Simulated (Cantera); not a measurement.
A perfectly stirred reactor is fed with CH4 : H2 = 1 : 2.7 (molar parts), at 13300 Pa; it is held at 1650 K, and followed from long to short residence time.

Cantera simulation using GRI-Mech 3.0 (53 species, 325 reactions); the numbers are that mechanism's predictions, not measurements. GRI-Mech 3.0 stops at C3 and has no aromatics, soot or wall deposition, so with more carbon than oxygen in the feed, carbon stays in small species such as C2H2 where larger ones or solid carbon would form.

Task: What does this change do: CH4 1 to 0.6 parts?

Result: 
```csv
quantity,before,after
x(CH4) at τ = 2.90 s,0.0435,0.0361
x(H2) at τ = 2.90 s,0.867,0.902
x(C2H6) at τ = 2.90 s,5.92e-6,4.04e-6
x(CH2) at τ = 2.90 s,4.69e-8,3.93e-8
x(C2H2) at τ = 2.90 s,0.0884,0.0610
x(CH4) at τ = 76.0 ms,0.193,0.141
x(H2) at τ = 76.0 ms,0.776,0.841
x(C2H6) at τ = 76.0 ms,8.47e-5,4.64e-5
x(CH2) at τ = 76.0 ms,1.24e-7,9.91e-8
x(C2H2) at τ = 76.0 ms,0.0286,0.0164
```

Task: What does this change do: temperature 1650 to 1550 K?

Result: 
```csv
quantity,before,after
x(CH4) at τ = 2.90 s,0.0435,0.112
x(H2) at τ = 2.90 s,0.867,0.825
x(C2H6) at τ = 2.90 s,5.92e-6,2.11e-5
x(CH2) at τ = 2.90 s,4.69e-8,1.01e-8
x(C2H2) at τ = 2.90 s,0.0884,0.0609
x(CH4) at τ = 76.0 ms,0.193,0.255
x(H2) at τ = 76.0 ms,0.776,0.739
x(C2H6) at τ = 76.0 ms,8.47e-5,8.41e-5
x(CH2) at τ = 76.0 ms,1.24e-7,1.60e-8
x(C2H2) at τ = 76.0 ms,0.0286,0.00473
```
